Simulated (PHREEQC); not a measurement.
Dissolve 0.016 mol/kgw KHCO3 and 0.0043 mol/kgw KOH at 74 °C. Closed to the air; pH follows from the charge balance.

The numbers come from PHREEQC with the ion-association model, wateq4f.dat.

Precipitation was switched off in this run.

**Question.** Estimate the pH, ionic strength.

**Answer.** pH 9.41; ionic strength 0.0240 mol/kgw.

**Question.** In which forms is C present?

**Answer.** HCO3- 77 %, CO3-2 23 % of the C.

Complexes and solids missing from the database can't appear. At this temperature some constants are extrapolated from 25 °C, and those without enthalpy data are left unchanged.
